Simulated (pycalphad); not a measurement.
CALPHAD calculation (pycalphad, COST 507 light-alloy database (1999)), 1 atm. The data set is of 1999 and partly superseded. Phase fractions are per mole of atoms. Diffusion is slow at the low end, where real alloys seldom reach equilibrium.

Q: Give the equilibrium state of Mg-0.89Al-0.36Si (at.%) at 550 K.

A: 
```
T = 550.00 K, P = 101325 Pa, N = 1 mol of atoms
G = -20486 J/mol, H = 6477 J/mol, S = 49.02 J/(mol K)  (SER reference)
chemical potentials (J/mol): Mg -20201, Al -31063, Si -72435
phase             fraction      x(Mg)      x(Al)      x(Si)
HCP_A3              0.9892     0.9910     0.0090   2.13e-09
MG2SI               0.0108     0.6667       none     0.3333
```

Q: Give the equilibrium state of Mg-0.89Al-0.36Si (at.%) at 350 K.

A: 
```
T = 350.00 K, P = 101325 Pa, N = 1 mol of atoms
G = -11807 J/mol, H = 1125 J/mol, S = 36.95 J/(mol K)  (SER reference)
chemical potentials (J/mol): Mg -11561, Al -15877, Si -69024
phase             fraction      x(Mg)      x(Al)      x(Si)
HCP_A3              0.9840     0.9931     0.0069      1e-14
MG2SI               0.0108     0.6667       none     0.3333
ALMG_GAMMA          0.0052     0.5860     0.4140       none
```

Database names, with the compositions (at.%) that they take in these runs: MG2SI: Mg 67 Si 33; ALMG_GAMMA: Mg 59 Al 41. HCP_A3 is hcp. An entry "none" or "no" means that the model of the phase leaves that element out.
